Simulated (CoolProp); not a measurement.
Vapour-liquid equilibrium of octamethyltrisiloxane (MDM) (1) + octamethylcyclotetrasiloxane (D4) (2) at 58.8 kPa; x and y are mole fractions of (1).

Values from CoolProp's multi-fluid Helmholtz-energy mixture model, Thol 2017 and Thol 2015; pair parameters Bell 2016.

Question: Give the bubble temperature and the first vapour's composition at x = 0.05, 0.8, 0.95. Is there an azeotrope?

Answer: x = 0.05: 427.0 K, y = 0.091; x = 0.8: 409.6 K, y = 0.882; x = 0.95: 406.9 K, y = 0.973. No azeotrope shows between x = 0.05 and 0.95.

The pair parameters rest on a limited set of measurements; away from them the model extrapolates.
